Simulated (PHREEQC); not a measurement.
# Acid rinse or clean

Make-up at 25 °C: 0.17 mol H2SO4 and 0.0004 mol FeCl3 per kg of water. Closed to the air; pH follows from the charge balance.

All values are PHREEQC results (ion-association model, phreeqc.dat), not measurements.

Precipitation was switched off in this run.

What pH, activity of water, ionic strength does the model give?

pH 0.81; activity of water 0.994; ionic strength 0.222 mol/kgw.

In which forms is S present?

HSO4- 85 %, SO4-2 15 % of the S.
